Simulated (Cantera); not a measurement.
**B₂O₃ + O₂ + H₂ (boron, boron nitride and boron oxide)**

Feed: 1 mol B₂O₃, 0.18 mol O₂, 170 mol H₂, equilibrated at 1802 °C and 2.10 mbar.

Cantera equilibrium calculation (NASA polynomials, part measured and part estimated; ideal gas, pure solids and liquids). Candidate condensed phases: B, B₂O₃, B₃O₃H₃, H₂O; 23 gas species. Equilibrium is a limit: real reactors are often held back by kinetics, nucleation or transport.

x(H₂): 0.928
x(H): 0.0560
x(H₂O): 0.00450
x(HBO): 0.00432
x(BO): 0.00353
x(HBO₂): 0.00293
x(B₂O₃): 0.000224
x(B₂O₂): 4.91e-5
x(OH): 3.10e-5
gas amount: 176.3 mol
log10 activity of B(s) (absent): -4.21
